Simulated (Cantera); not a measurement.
**Equilibrium for carbothermic reduction: CuO + C + N2**

Input: 1 mol CuO, 2.4 mol C, 3.8 mol N2, held at 1.60 mbar.

Method: chemical equilibrium by Gibbs-energy minimisation in Cantera with the NASA 1993 tables (ideal gas, pure condensed phases). Candidate condensed phases: C, Cu, CuO, Cu2O; 27 gas species. Kinetics and transport are ignored.

From 1102 °C to 1402 °C the condensed part is C(graphite) + Cu(l). From 1502 °C to 1702 °C the condensed part is C(graphite). The main Cu-bearing gas is Cu throughout.

| T (°C) | log p N2 | log p CO | log p Cu | log p Cu2 | log p CN | log p C2N2 | log p CO2 | n C(graphite) | n Cu(l) |
|---|---|---|---|---|---|---|---|---|---|
| 1102 | -2.90 | -3.48 | -6.08 | -9.88 | -12.87 | -12.35 | -9.61 | 1.40 | 0.998 |
| 1202 | -2.90 | -3.48 | -5.27 | -8.75 | -11.75 | -11.54 | -10.04 | 1.40 | 0.984 |
| 1302 | -2.90 | -3.48 | -4.56 | -7.77 | -10.77 | -10.85 | -10.42 | 1.40 | 0.916 |
| 1402 | -2.93 | -3.51 | -3.94 | -6.91 | -9.92 | -10.25 | -10.79 | 1.40 | 0.630 |
| 1502 | -2.98 | -3.56 | -3.56 | -6.49 | -9.18 | -9.75 | -11.18 | 1.40 | 0 |
| 1602 | -2.98 | -3.56 | -3.56 | -6.80 | -8.49 | -9.26 | -11.43 | 1.40 | 0 |
| 1702 | -2.98 | -3.56 | -3.56 | -7.07 | -7.88 | -8.82 | -11.66 | 1.40 | 0 |
log p: log10 of the partial pressure in bar; n: condensed amount in mol.
